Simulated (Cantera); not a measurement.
Input: 1 mol C2F6, 0.17 mol H2, held at 1825 °C and 2.70 Pa.

Method: chemical equilibrium by Gibbs-energy minimisation in Cantera with the NASA 1993 tables (ideal gas, pure condensed phases). The feed counts by its element totals alone. Equilibrium is a limit: real reactors are often held back by kinetics, nucleation or transport.

```csv
species,before,after
HF,0.0604,0.518
H,1.47e-5,0.271
H2,<1e-9,0.210
F,0.868,0.000402
CF2,0.0648,1.39e-8
C2H2 (acetylene),<1e-9,0.000300
CF4,0.000195,<1e-9
CF3,0.000125,<1e-9
CF,0.00638,2.96e-6
C3,1.02e-5,1.02e-5
"C(graphite), mol",1.60,1.99
```
Gas species are given as mole fractions.

Problem. What was changed between the two runs?
(A) H2 from 0.17 to 7 mol
(B) temperature from 1825 °C to 2475 °C
(C) pressure from 2.70 Pa to 12.0 Pa
(D) H2 from 0.17 to 3.1 mol

Solution. A, H2 from 0.17 to 7 mol
